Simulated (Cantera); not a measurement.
Predominance diagram of Cr at 1352 °C against the partial pressures of O2 and N2 (log10, bar). Standard-state values (1 bar) from the NASA 1993 polynomials, evaluated with Cantera. Candidates: Cr(s), CrN(s), Cr2N(s), Cr2O3(s). Only these pure phases compete in this equilibrium. 

```
log p(N2) \ log p(O2)
        columns: -27, -25.5, -24, -22.5, -21, -19.5, -18, -16.5, -15, -13.5, -12, -10.5, -9, -7.5, -6, -4.5, -3, -1.5, 0
      1  A A A A A A A A A B B B B B B B B B B
    0.3  A A A A A A A A A B B B B B B B B B B
   -0.4  A A A A A A A A B B B B B B B B B B B
   -1.1  C C C C C C C C B B B B B B B B B B B
   -1.8  C C C C C C C C B B B B B B B B B B B
   -2.5  C C C C C C C C B B B B B B B B B B B
   -3.2  C C C C C C C C B B B B B B B B B B B
   -3.8  C C C C C C C C B B B B B B B B B B B
   -4.5  C C C C C C C C B B B B B B B B B B B
   -5.2  C C C C C C C C B B B B B B B B B B B
   -5.9  C C C C C C C C B B B B B B B B B B B
   -6.6  C C C C C C C C B B B B B B B B B B B
   -7.3  C C C C C C C C B B B B B B B B B B B
     -8  C C C C C C C C B B B B B B B B B B B
```

A: Cr2N(s); B: Cr2O3(s); C: Cr(s).
